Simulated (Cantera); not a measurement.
Feed: 1 mol MgO, 1.9 mol NF3, 30 mol H2, equilibrated at 1198.15 K and 10.0 Torr.

These are equilibrium values from Cantera (NASA tables, ideal gas, pure condensed phases), not measurements of a reactor. Candidate condensed phases: H2O, Mg, MgF2, MgO, Mg(OH)2; 50 gas species. Kinetics and transport are ignored.

Base state: H2 0.828, HF 0.113, H2O 0.0305, N2 0.0290 (mole fractions); condensed: MgF2(s).

**Question.** What changes in the equilibrium state with this change: MgO replaced by CaO?

**Answer.** 
| species | before | after |
|---|---|---|
| H2 | 0.828 | 0.828 |
| HF | 0.113 | 0.113 |
| H2O | 0.0305 | 0.0305 |
| N2 | 0.0290 | 0.0290 |
| MgF2(s), mol | 1.000 | 0 |
| CaF2(s), mol | 0 | 1.000 |
Further candidate phases: Ca, CaF2, CaO, Ca(OH)2.
